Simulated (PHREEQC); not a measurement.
A solution holds 8.3 mmol/kgw Cu(BF4)2 and 44 mmol/kgw Na2SO4, at 25 °C. Closed to the air; pH follows from the charge balance.

Model: ion-association model, phreeqc.dat, run in PHREEQC.

Precipitation was switched off in this run.

Problem. Predict the pH.

Solution. pH 3.03.

Problem. In which forms is Cu present?

Solution. Cu+2 53 %, CuSO4 45 %, CuF+ 1.2 % of the Cu.

Real BF4- forms and hydrolyses slowly; the run takes it at equilibrium.
